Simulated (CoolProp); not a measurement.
Vapour-liquid equilibrium of CHF3 (R23) (1) + R13 (2) at -80.45 °C; x and y are mole fractions of (1).

Computed with CoolProp (multi-fluid Helmholtz-energy mixture model, Penoncello 2003 and Platzer 1990; pair parameters Bell 2016). This equation is an older, rougher fit; its heat capacities, sound speeds and derivatives of the liquid may be far off and weren't checked against measurements.

Task: Give the bubble pressure and the first vapour's composition at x = 0.05, 0.35, 0.65. Is there an azeotrope?

Result: x = 0.05: 0.1192 MPa, y = 0.143; x = 0.35: 0.1486 MPa, y = 0.448; x = 0.65: 0.1495 MPa, y = 0.572. y crosses x between x = 0.5 and 0.575: the model has an azeotrope there.

The pair parameters rest on a limited set of measurements; away from them the model extrapolates.
